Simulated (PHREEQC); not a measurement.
Solution (25 °C): 0.024 mol/kgw H3AsO4, 0.0072 mol/kgw HCl and 0.011 mol/kgw NaCl. Closed to the air; pH follows from the charge balance.

Equilibrium calculation in PHREEQC: ion-association model, wateq4f.dat.

```tsv
quantity	before	after
pH	1.89	2.41
ionic strength (mol/kgw)	0.0257	0.00643
H3AsO4 (mol/kgw)	0.0165	0.00201
H2AsO4- (mol/kgw)	0.00750	0.00279
SI of Halite (NaCl)	-5.41	-6.75
```

Task: Which change was made?
A) diluted 5-fold with water
B) temperature from 25 to 50 °C
C) NaCl from 0.011 to 0.11 mol/kgw
D) H3AsO4 from 0.024 to 0.0264 mol/kgw

Result: A, diluted 5-fold with water

Precipitation was switched off in this run.
